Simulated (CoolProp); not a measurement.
Saturation properties of toluene (Tc = 591.7 K, pc = 41.26 bar, ω = 0.266).

Model: reference Helmholtz-energy equation of state, Lemmon 2006, in CoolProp. It is a short technical equation, of lower accuracy than the large ones.

```csv
T (K),p (bar),liquid density (kg/m³),vapour density (kg/m³),liquid cp (kJ/(kg K)),vapour viscosity (µPa s)
446.5,[?],709.9,[?],2.256,10.2
451,4.959,704.5,13.88,2.276,10.3
455.6,5.423,698.8,15.17,2.297,10.4
460.1,5.909,[?],16.51,[?],10.5
464.6,6.426,687.5,17.96,2.339,10.6
469.1,6.976,681.6,19.51,2.360,10.7
473.6,7.561,675.7,21.17,2.383,10.8
478.1,8.182,[?],22.95,2.405,10.9
482.7,8.856,[?],24.90,2.429,11.1
487.2,[?],657.0,26.95,2.454,[?]
```

### Question
What belongs in the gaps?

### Answer

- 446.5, p (bar): 4.534
- 446.5, vapour density (kg/m³): 12.71
- 460.1, liquid density (kg/m³): 693.2
- 460.1, liquid cp (kJ/(kg K)): 2.318
- 478.1, liquid density (kg/m³): 669.6
- 482.7, liquid density (kg/m³): 663.3
- 487.2, p (bar): 9.554
- 487.2, vapour viscosity (µPa s): 11.2

It boils at 383.7 K under 1 atm.

Viscosity comes from a separate model (Avgeri 2015).
